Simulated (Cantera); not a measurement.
Cantera run, input and output.

```python
import numpy as np
import cantera as ct

gas = ct.Solution("gri30.yaml")
gas.TPX = 1623, 1300000, {'C2H4': 1, 'O2': 1.2, 'N2': 4.51, 'H2O': 1.8, 'CO2': 0.23}
reactor = ct.IdealGasConstPressureReactor(gas, energy="on", clone=False)
net = ct.ReactorNet([reactor])
net.rtol, net.atol = 1e-08, 1e-16
show = ['C2H4', 'O2', 'H2O', 'OH', 'CH2CO']
times = np.geomspace(5e-06, 0.1, 15)

steps = ct.SolutionArray(gas, extra=["t"])
rows = []
print(f"{'t/s':>10s}{'T/K':>9s}{'P/Pa':>11s}" + "".join(f"{s:>11s}" for s in show))
for t in times:
    while net.time < t:
        t_next = net.step()
        steps.append(gas.state, t=t_next)
    rows.append([np.interp(t, steps.t, y) for y in (steps.T, steps.P, *steps(*show).X.T)])
    print(f"{t:10.3e}{rows[-1][0]:9.1f}{rows[-1][1]:11.4g}" + "".join(f"{x:11.3e}" for x in rows[-1][2:]))
rate = np.gradient(steps.T, steps.t)
print("integrator steps:", len(steps.t))
if steps.T.max() > steps.T[0] + 200:
    print(f"time of steepest temperature rise: {steps.t[rate.argmax()]:.4e} s")
gas.TPX = 1623, 1300000, {'C2H4': 1, 'O2': 1.2, 'N2': 4.51, 'H2O': 1.8, 'CO2': 0.23}
gas.equilibrate("HP")
print(f"equilibrium (HP): T = {gas.T:.1f} K  " + "  ".join(f"{s} {gas[s].X[0]:.3e}" for s in show))
```

Output:

```
       t/s      T/K       P/Pa       C2H4         O2        H2O         OH      CH2CO
 5.000e-06   2504.5    1.3e+06  1.069e-04  1.309e-03  2.415e-01  1.312e-03  1.836e-04
 1.014e-05   2515.1    1.3e+06  4.390e-05  1.736e-05  2.238e-01  9.379e-04  8.103e-05
 2.058e-05   2505.2    1.3e+06  1.909e-05  4.622e-06  2.092e-01  7.838e-04  3.687e-05
 4.175e-05   2495.0    1.3e+06  4.136e-06  3.667e-06  1.993e-01  6.801e-04  9.826e-06
 8.469e-05   2489.1    1.3e+06  2.013e-07  3.379e-06  1.954e-01  6.459e-04  7.589e-07
 1.718e-04   2487.7    1.3e+06  6.130e-10  3.482e-06  1.950e-01  6.543e-04  2.786e-09
 3.486e-04   2487.8    1.3e+06  1.082e-14  3.493e-06  1.950e-01  6.553e-04  5.513e-12
 7.071e-04   2488.0    1.3e+06  5.572e-15  3.501e-06  1.950e-01  6.561e-04  5.436e-12
 1.435e-03   2488.2    1.3e+06  5.528e-15  3.511e-06  1.950e-01  6.570e-04  5.400e-12
 2.910e-03   2488.4    1.3e+06  5.500e-15  3.518e-06  1.951e-01  6.578e-04  5.377e-12
 5.904e-03   2488.5    1.3e+06  5.488e-15  3.521e-06  1.951e-01  6.581e-04  5.367e-12
 1.198e-02   2488.5    1.3e+06  5.486e-15  3.522e-06  1.951e-01  6.582e-04  5.366e-12
 2.430e-02   2488.5    1.3e+06  5.486e-15  3.522e-06  1.951e-01  6.582e-04  5.366e-12
 4.929e-02   2488.5    1.3e+06  5.486e-15  3.522e-06  1.951e-01  6.582e-04  5.366e-12
 1.000e-01   2488.5    1.3e+06  5.486e-15  3.522e-06  1.951e-01  6.582e-04  5.366e-12
integrator steps: 1583
time of steepest temperature rise: 1.6691e-06 s
equilibrium (HP): T = 2488.5 K  C2H4 6.077e-15  O2 3.522e-06  H2O 1.951e-01  OH 6.582e-04  CH2CO 5.943e-12
```

Cantera simulation using GRI-Mech 3.0 (53 species, 325 reactions); the numbers are that mechanism's predictions, not measurements. GRI-Mech 3.0 was tuned for natural gas; its chemistry of ethylene as a main component is partial and can be far from experiment. The pressure lies above the range GRI-Mech 3.0 was tuned for (to about 10 atm).
